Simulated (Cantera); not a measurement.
Charge: 1 mol Na2SO4, 0.015 mol C, 0.011 mol O2, at 948.15 K.

Method: chemical equilibrium by Gibbs-energy minimisation in Cantera with the NASA 1993 tables (ideal gas, pure condensed phases). Candidate condensed phases: C, Na, NaO2, Na2CO3, Na2O, Na2O2, Na2S, Na2SO4, S; 27 gas species. Gases not in the tables: S3 to S7. Equilibrium is a limit: real reactors are often held back by kinetics, nucleation or transport.

x: gas mole fraction; n: condensed amount in mol.

| P (Pa) | x CO2 | x COS | x S2 | x CO | x CS2 | x Na | x SO2 | n Na2S(s) | n Na2SO4(s) | n Na2CO3(s) |
|---|---|---|---|---|---|---|---|---|---|---|
| 10 | 0.964 | 7.24e-6 | 6.97e-6 | 0.0353 | 1.30e-11 | 0.000496 | 0.000226 | 0.00187 | 0.998 | 0 |
| 36 | 0.964 | 1.64e-5 | 9.92e-6 | 0.0353 | 6.66e-11 | 9.15e-5 | 0.000142 | 0.00187 | 0.998 | 1.99e-6 |
| 130 | 0.964 | 5.92e-5 | 3.58e-5 | 0.0353 | 8.69e-10 | 1.33e-5 | 0.000142 | 0.00187 | 0.998 | 4.00e-6 |
| 460 | 0.964 | 0.000209 | 0.000127 | 0.0353 | 1.09e-8 | 2.00e-6 | 0.000142 | 0.00186 | 0.998 | 9.07e-6 |
| 1700 | 0.963 | 0.000773 | 0.000468 | 0.0353 | 1.48e-7 | 2.82e-7 | 0.000142 | 0.00185 | 0.998 | 2.77e-5 |
| 6000 | 0.960 | [?] | [?] | 0.0351 | [?] | [?] | 0.000142 | 0.00179 | 0.998 | [?] |
| 22000 | 0.949 | 0.00971 | 0.00588 | 0.0347 | 2.37e-5 | 6.10e-9 | 0.000140 | 0.00160 | 0.998 | 0.000320 |
| 77000 | 0.915 | 0.0316 | 0.0191 | 0.0335 | 0.000261 | 9.49e-10 | 0.000135 | 0.00101 | 0.998 | 0.00101 |
| 280000 | 0.851 | [?] | [?] | [?] | [?] | [?] | [?] | 0 | 0.998 | 0.00218 |
| 1000000 | 0.850 | 0.0951 | 0.0298 | 0.0224 | 0.00254 | 1.79e-11 | 9.03e-5 | 0 | 0.998 | 0.00213 |

Q: What belongs in the gaps?

A: 
- 280000, x COS: 0.0771
- 280000, x S2: 0.0411
- 280000, x CO: 0.0292
- 280000, x CS2: 0.00167
- 280000, x Na: 1.38e-10
- 280000, x SO2: 0.000118
- 6000, x COS: 0.00271
- 6000, x S2: 0.00164
- 6000, x CS2: 1.83e-6
- 6000, x Na: 4.26e-8
- 6000, n Na2CO3(s): 9.17e-5
